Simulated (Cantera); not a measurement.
An adiabatic, constant-volume homogeneous reactor starts with C₃H₈ : O₂ : N₂ : H₂O = 1 : 2.27 : 8.55 : 1 (molar parts), equivalence ratio 2.2, at 1775 K and 10.9 atm. Integrator tolerance rtol = 1e-08.

Detailed kinetics in Cantera: GRI-Mech 3.0 (53 species, 325 reactions). GRI-Mech 3.0 was tuned for natural gas; its chemistry of propane as a main component is partial and can be far from experiment.

Q: What does this change do: N2 8.55 to 6.4 parts?

A: 
```tsv
quantity	before	after
time of steepest temperature rise	2.53 µs	2.14 µs
temperature at 1.00 s	2972 K	3087 K
equilibrium temperature	2972 K	3087 K
x(C₃H₈) at 1.00 s	<1e-12 (gas-phase equilibrium <1e-12)	<1e-12 (gas-phase equilibrium <1e-12)
x(O₂) at 1.00 s	4.57e-5 (gas-phase equilibrium 4.57e-5)	8.94e-5 (gas-phase equilibrium 8.94e-5)
x(H₂O) at 1.00 s	0.131 (gas-phase equilibrium 0.131)	0.148 (gas-phase equilibrium 0.148)
x(C₂H₂) at 1.00 s	1.62e-11 (gas-phase equilibrium 1.78e-11)	2.77e-11 (gas-phase equilibrium 3.02e-11)
x(CH₂) at 1.00 s	3.19e-10 (gas-phase equilibrium 3.47e-10)	6.63e-10 (gas-phase equilibrium 7.20e-10)
```
Above 3000 K some thermodynamic fits are extrapolated.
